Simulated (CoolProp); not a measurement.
A closed Brayton cycle with dry air: compressor inlet 330.15 K and 5.9 MPa, high pressure 10.7 MPa, turbine inlet 810 K, compressor efficiency 0.89, turbine efficiency 0.85, recuperator effectiveness 0.9 (on enthalpy, no pinch check). Each further row changes one setting.

The numbers come from the reference Helmholtz-energy equation of state, Lemmon 2000 in CoolProp. It is a pseudo-pure fit of the blend.

```csv
case,thermal efficiency (%),net work (kJ/kg),compressor to turbine work,compressor exit (K),turbine exit (K)
as stated,28.1,41.9,0.63,399.8,709.8
turbine inlet 760 K,25.4,34.9,0.67,399.8,665.0
compressor inlet 340.15 K,26.8,39.6,0.65,411.8,709.8
high pressure 9.09 MPa,26.8,33.4,0.60,379.5,735.9
recuperator effectiveness 0.5,14.9,41.9,0.63,399.8,709.8
```
